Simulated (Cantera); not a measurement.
A perfectly stirred reactor is fed with CH4 : H2O = 1 : 0.91 (molar parts), at 1.00 bar; it is held at 1750 K, and followed from long to short residence time.

Detailed kinetics in Cantera: GRI-Mech 3.0 (53 species, 325 reactions).

x: mole fraction; the columns are a selection and need not sum to one.

```tsv
τ (s)	x CH4	x H2O	x CH2O	x CO	x O2	x C2H4
27	0.00933	0.0213	7.98e-8	0.221	<1e-12	0.000450
9.9	0.0127	0.0385	9.34e-8	0.207	2.39e-12	0.000625
3.6	0.0181	0.0654	1.34e-7	0.184	6.50e-12	0.000883
1.3	0.0266	0.105	2.46e-7	0.153	1.56e-11	0.00122
0.47	?	?	?	?	3.33e-11	?
0.17	?	?	?	?	6.32e-11	?
0.063	0.0892	0.275	2.42e-6	0.0405	1.05e-10	0.00234
0.023	0.137	0.326	4.73e-6	0.0187	1.62e-10	0.00292
0.0083	0.206	0.367	8.76e-6	0.00767	2.44e-10	0.00434
```

Task: Complete the blanks.

Result: 
- 0.47, x CH4: 0.0395
- 0.47, x H2O: 0.157
- 0.47, x CH2O: 5.26e-7
- 0.47, x CO: 0.115
- 0.47, x C2H4: 0.00161
- 0.17, x CH4: 0.0592
- 0.17, x H2O: 0.217
- 0.17, x CH2O: 1.16e-6
- 0.17, x CO: 0.0739
- 0.17, x C2H4: 0.00198
